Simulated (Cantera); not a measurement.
Thermodynamics of nitride etching, feed BN + H2O

Input: 1 mol BN, 0.2 mol H2O, at 133 Pa.

These are equilibrium values from Cantera (NASA tables, ideal gas, pure condensed phases), not measurements of a reactor. Candidate condensed phases: B, BN, B2O3, B3O3H3, H2O; 39 gas species. Mutual solubility and eutectic melting of coexisting phases are not modelled. Rates play no part.

| T (°C) | log p H2 | log p N2 | log p B2O3 | log p HBO | log p HBO2 | log p B2O2 | log p H2O | n BN(s) | n B2O3(l) |
|---|---|---|---|---|---|---|---|---|---|
| 627 | -3.00 | -3.48 | -13.80 | -11.50 | -8.68 | <-14 | -6.16 | 0.867 | 0.0666 |
| 727 | -3.00 | -3.48 | -11.47 | -9.79 | -7.67 | -14.81 | -6.17 | 0.867 | 0.0666 |
| 827 | -3.00 | -3.48 | -9.59 | -8.40 | -6.85 | -12.29 | -6.19 | 0.867 | 0.0666 |
| 927 | -3.00 | -3.48 | -8.04 | -7.25 | -6.18 | -10.19 | -6.21 | 0.867 | 0.0665 |
| 1027 | -3.00 | -3.48 | -6.73 | -6.28 | -5.63 | -8.42 | -6.23 | 0.867 | 0.0662 |
| 1127 | -3.00 | -3.48 | -5.62 | -5.46 | -5.16 | -6.91 | -6.25 | 0.867 | 0.0650 |
| 1227 | -3.02 | -3.49 | -4.66 | -4.75 | -4.76 | -5.61 | -6.29 | 0.866 | 0.0582 |
log p: log10 of the partial pressure in bar; n: condensed amount in mol.

From 627 °C to 1227 °C the condensed part is BN(s) + B2O3(l). The main B-bearing gas is HBO2 at 627 °C and B2O3 at 1227 °C.
